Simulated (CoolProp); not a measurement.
Aqueous ethanol as a coolant, at 7 °C, 1 atm.

The numbers come from the Melinder's fits for secondary coolants in CoolProp.

```
mass %  freezing point (°C)  cp (kJ/(kg K))  density (kg/m³)  Prandtl number  conductivity (W/(m K))
------  -------------------  --------------  ---------------  --------------  ----------------------
3.5                    -1.4           4.273            993.4            13.2                   0.552
7.2                    -3.0           4.335            987.9            17.2                   0.529
10.8                   -4.8           4.372            983.5            21.8                   0.507
14.5                   -7.1           4.385            979.6            27.1                   0.485
18.2                   -9.7           4.371            975.7            32.7                   0.464
21.9                  -12.7           4.333            971.7            38.2                   0.444
25.5                  -15.9           4.276            967.5            43.3                   0.425
29.2                  -19.4           4.202            962.6            47.7                   0.406
32.9                  -22.9           4.118            957.0            51.3                   0.388
36.6                  -26.4           4.029            950.8            53.9                   0.371
40.2                  -29.7           3.941            944.2            55.6                   0.355
43.9                  -32.9           3.853            936.9            56.5                   0.339
```
